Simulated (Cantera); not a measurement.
Feed: 1 mol CH₃SiCl₃, 110 mol H₂, held at 1050 K and 13300 Pa.

These are equilibrium values from Cantera (NASA tables, ideal gas, pure condensed phases), not measurements of a reactor. Candidate condensed phases: C, C₆H₆, C₇H₈, C₈H₁₈, Si, SiC; 109 gas species. The feed counts by its element totals alone. The tables' values for SiCl₃ are old estimates; treat these amounts as uncertain. Equilibrium is a limit: real reactors are often held back by kinetics, nucleation or transport.

Base state: H₂ 0.974, HCl 0.0246, CH₄ 0.000552, SiCl₄ 0.000370, SiHCl₃ 0.000152, SiCl₃ 1.36e-5 (mole fractions); condensed: SiC(s).

Task: What changes in the equilibrium state with this change: temperature from 1050 K to 2323 K?

Result: 
```json
[
 {"species": "H₂", "before": "0.974", "after": "0.941"},
 {"species": "H", "before": "2.19e-8", "after": "0.0289"},
 {"species": "HCl", "before": "0.0246", "after": "0.0248"},
 {"species": "Si", "before": "<1e-9", "after": "0.00222"},
 {"species": "C₂H₂ (acetylene)", "before": "<1e-9", "after": "0.00158"},
 {"species": "Cl", "before": "<1e-9", "after": "0.000548"},
 {"species": "SiCl₄", "before": "0.000370", "after": "<1e-9"},
 {"species": "SiC(s), mol", "before": "0.938", "after": "0.585"}
]
```
The tables' values for SiCl are old estimates; treat these amounts as uncertain. Gases not in the tables: Si₂H₆ and higher silanes.

Task: What changes in the equilibrium state with this change: temperature from 1050 K to 2473.15 K?

Result: 
```json
[
 {"species": "H₂", "before": "0.974", "after": "0.905"},
 {"species": "H", "before": "2.19e-8", "after": "0.0581"},
 {"species": "HCl", "before": "0.0246", "after": "0.0239"},
 {"species": "Si", "before": "<1e-9", "after": "0.00585"},
 {"species": "C₂H₂ (acetylene)", "before": "<1e-9", "after": "0.00344"},
 {"species": "Cl", "before": "<1e-9", "after": "0.00109"},
 {"species": "SiH", "before": "<1e-9", "after": "0.000560"},
 {"species": "SiC₂", "before": "<1e-9", "after": "0.000554"},
 {"species": "Si₂C", "before": "<1e-9", "after": "0.000439"},
 {"species": "SiC(s), mol", "before": "0.938", "after": "0"}
]
```
The tables' values for SiCl are old estimates; treat these amounts as uncertain. Gases not in the tables: Si₂H₆ and higher silanes.
